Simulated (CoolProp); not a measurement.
Vapour-liquid equilibrium of acetone (1) + n-hexane (2) at 134.05 °C; x and y are mole fractions of (1).

Model: multi-fluid Helmholtz-energy mixture model, Lemmon 2006 and Thol 2019; pair parameters Bell 2016, in CoolProp.

```csv
x,bubble pressure (kPa),y at the bubble point,dew pressure at overall composition x (kPa),liquid density (mol/L)
0.05,620.7,0.144,569.4,(withheld)
0.15,733.0,0.316,624.5,6.626
0.25,(withheld),0.420,687.4,(withheld)
0.35,858.3,0.493,(withheld),7.213
0.45,891.9,0.553,829.5,7.583
0.55,913.1,0.608,(withheld),8.019
0.65,923.1,0.664,921.7,8.530
0.75,920.9,0.728,917.3,9.131
0.85,902.5,0.808,888.3,9.832
0.95,859.5,(withheld),847.1,10.65
```

What belongs in the gaps?


- 0.05, liquid density (mol/L): 6.390
- 0.25, bubble pressure (kPa): 807.9
- 0.25, liquid density (mol/L): 6.898
- 0.35, dew pressure at overall composition x (kPa): 757.4
- 0.55, dew pressure at overall composition x (kPa): 890.4
- 0.95, y at the bubble point: 0.922

y crosses x between x = 0.65 and 0.75: the model has an azeotrope there.

Pair parameters are fitted to limited data, so mixtures are less certain than the pure fluids.
